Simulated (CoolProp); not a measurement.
A single-stage vapour-compression cycle with isobutene: evaporating at 322.15 K (dew point), condensing at 348.15 K (bubble point), superheat 5 K, subcooling 0 K, compressor efficiency 0.65, no pressure losses. Each further row changes one setting.

Computed with CoolProp (reference Helmholtz-energy equation of state, Lemmon 2005). It is a short technical equation, of lower accuracy than the large ones.

| case | cooling COP | pressure ratio | discharge temperature (K) | refrigerating effect (kJ/kg) | volumetric capacity (kJ/m³) |
|---|---|---|---|---|---|
| as stated | 6.87 | 1.85 | 356.6 | 271 | 3830 |
| evaporating temperature 327.15 K | 8.84 | 1.63 | 355.8 | 278 | 4440 |
| condensing temperature 343.15 K | 8.78 | 1.65 | 351.2 | 285 | 4030 |
| subcooling 5 K | 7.21 | 1.85 | 356.6 | 285 | 4030 |
| superheat 15 K | 7.00 | 1.85 | 366.6 | 291 | 3920 |
| compressor efficiency 0.55 | 5.81 | 1.85 | 360.0 | 271 | 3830 |
